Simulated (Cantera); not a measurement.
Source: NASA polynomial tables (part measured, part estimated), evaluated in Cantera. Values are per mole of reaction as written; species without (g) are pure solids or liquids, kept so even where they would boil at 1 bar.

**Question.** Between 700 and 1150 K, where is each reaction favourable under standard conditions?
- NO₂(g) + Nb ⇌ N(g) + NbO₂

**Answer.** 
- NO₂(g) + Nb ⇌ N(g) + NbO₂: ΔG° is -312 kJ at 700 K and -291 kJ at 1150 K; it stays negative (K > 1). ΔH° is -334 kJ and ΔS° -37 J/K at 1150 K.
